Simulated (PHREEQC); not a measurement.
Solution A (0.0037 mol MgCl2, 0.00044 mol NaHCO3 and 0.0011 mol H4SiO4 per kg of water) is mixed with solution B (1.5 mmol/kgw PbCl2, 0.054 mmol/kgw NaNO3 and 0.72 mmol/kgw Zn(NO3)2) at 25 °C; shares are by mass of water, 1 kg in all. O2 is buffered at 0.21 atm. No CO2 enters from the air. The run lets SiO2(a), Halite, Zn(OH)2(e), Smithsonite, Cerussite, Pb(OH)2 precipitate or redissolve, and no other solid.

The series has 21 steps of share of solution B, from 0 to 1.

All values are PHREEQC results (ion-association model, phreeqc.dat), not measurements.

Task: Which solids form, in which order, and at which step of the series does each first stand?

Result: Cerussite from share of solution B = 0.05 (pH 6.85), last present at share of solution B = 0.9; Pb(OH)2 from share of solution B = 0.9 (pH 5.61), last present at share of solution B = 0.95.

Complexes and solids missing from the database can't appear. The database's Pb(OH)2 solid is less soluble than what usually precipitates.
